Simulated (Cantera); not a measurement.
What does this Cantera script print?

```python
import numpy as np
import cantera as ct

gas_names = [...]  # 136 gases of nasa_gas.yaml made of C, H, N, O
cond_names = """
    C(gr) C6H6(L) C7H8(L) C8H18(L),n-octa H2O(s) H2O(L)
""".split()


# ... load() reads the species with a 1 bar reference pressure and builds the phases ...
atoms = {
    'C6H6': {'C': 6, 'H': 6},
    'O2': {'O': 2},
    'N2': {'N': 2},
}
top_T = {'C(gr)': 4500}  # K; cautious upper limits of use, not melting points


# ... equilibrate(T, P, feed) seeds the gas with the atoms and calls Mixture.equilibrate('TP', solver="vcs", rtol=1e-11, max_steps=5000) ...
results = []
feed = {'C6H6': 1, 'O2': 0.056, 'N2': 2.1}  # mol
T = 1800  # K
P = 10000  # Pa
mix = equilibrate(T, P, feed)
results.append((T, P, feed, dict(zip(mix.species_names, mix.species_moles))))
x = sorted(zip(gas.X, gas.species_names), reverse=True)
print(f"T = {T:g} K  P = {P:g} Pa  gas = {mix.phase_moles(0):.4g} mol")
print("   x: " + "  ".join(f"{s} {v:.3e}" for v, s in x if v > 1e-06))
print("   condensed (mol): " + ("  ".join(f"{mix.phase(i).name} {mix.phase_moles(i):.4g}"
      for i in range(1, mix.n_phases) if mix.phase_moles(i) > 1e-12) or "none"))
```

Result:

```
T = 1800 K  P = 10000 Pa  gas = 5.214 mol
   x: H2 5.733e-01  N2 4.012e-01  CO 2.148e-02  HCN 2.945e-03  H 8.573e-04  HNC 1.117e-04  C2H2,acetylene 1.005e-04  CH4 2.529e-05
   condensed (mol): C(gr) 5.871
```

These are equilibrium values from Cantera (NASA tables, ideal gas, pure condensed phases), not measurements of a reactor.
